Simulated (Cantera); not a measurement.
Charge: 1 mol SiH₄, a varied amount of O₂, 1.5 mol N₂, at 1575 °C and 560 Pa.

Cantera equilibrium calculation (NASA polynomials, part measured and part estimated; ideal gas, pure solids and liquids). Candidate condensed phases: H₂O, Si, SiO₂, Si₂N₂O, Si₃N₄; 35 gas species. The tables hold silica as quartz up to 1696 K and as liquid above; real silica turns to tridymite and cristobalite and melts near 1996 K. Gases not in the tables: Si₂H₆ and higher silanes. Kinetics and transport are ignored.

Q: Which condensed phases are stable at each of these points (n(O₂) (mol)): 0.064, 0.12, 0.24, 0.45, 0.88, 1.7, 3.2, 6.2, 12?

A: 
| n(O₂) (mol) | condensed phases | Si condensed (%) |
|---|---|---|
| 0.064 | Si(l) | 86.7 |
| 0.12 | Si(l) | 75.5 |
| 0.24 | Si(l) | 51.5 |
| 0.45 | Si(l) | 9.4 |
| 0.88 | SiO₂(condensed) | 73.3 |
| 1.7 | SiO₂(condensed) | 99.9 |
| 3.2 | SiO₂(condensed) | 100.0 |
| 6.2 | SiO₂(condensed) | 100.0 |
| 12 | SiO₂(condensed) | 100.0 |

From 0.064 mol O₂ to 0.45 mol O₂ the condensed part is Si(l). From 0.88 mol O₂ to 12 mol O₂ the condensed part is SiO₂(condensed).
